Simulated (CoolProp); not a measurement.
n-perfluorobutane along the isotherm 450 K: fugacity coefficient from the reference equation and from simpler models built on Tc = 386.3 K, pc = 2322 kPa, ω = 0.372; each cubic takes its own stable root.

Model: reference Helmholtz-energy equation of state, Gao 2022, in CoolProp.

| p (kPa) | phase | reference | van der Waals | Redlich-Kwong | Soave-Redlich-Kwong | Peng-Robinson |
|---|---|---|---|---|---|---|
| 714 | gas | 0.9441 | 0.9379 | 0.9344 | 0.9425 | 0.9334 |
| 1430 | gas | … | 0.8765 | 0.8710 | 0.8873 | 0.8705 |
| 2140 | gas | 0.8356 | 0.8160 | 0.8105 | … | 0.8121 |
| 2860 | supercritical | 0.7831 | 0.7548 | … | 0.7843 | 0.7568 |
| 3570 | supercritical | 0.7337 | 0.6944 | 0.6960 | … | 0.7066 |
| 4290 | supercritical | 0.6868 | … | 0.6441 | 0.6939 | 0.6606 |
| 5000 | supercritical | 0.6447 | 0.5910 | 0.5995 | 0.6555 | 0.6206 |
| 5710 | supercritical | 0.6077 | 0.5549 | 0.5625 | 0.6224 | 0.5863 |
| 6430 | supercritical | 0.5758 | 0.5264 | 0.5318 | … | 0.5568 |
| 7140 | supercritical | 0.5494 | 0.5044 | 0.5070 | 0.5705 | 0.5324 |
| 7860 | supercritical | 0.5271 | 0.4867 | 0.4863 | 0.5507 | 0.5116 |
| 8570 | supercritical | 0.5087 | 0.4730 | … | 0.5343 | 0.4942 |
| 9290 | supercritical | 0.4932 | 0.4620 | 0.4552 | 0.5205 | 0.4793 |
| 10000 | supercritical | 0.4803 | 0.4535 | 0.4435 | 0.5091 | 0.4669 |

### Question
Complete the blanks.

### Answer

- 1430, reference: 0.8890
- 2140, Soave-Redlich-Kwong: 0.8349
- 2860, Redlich-Kwong: 0.7515
- 3570, Soave-Redlich-Kwong: 0.7375
- 4290, van der Waals: 0.6372
- 6430, Soave-Redlich-Kwong: 0.5940
- 8570, Redlich-Kwong: 0.4695
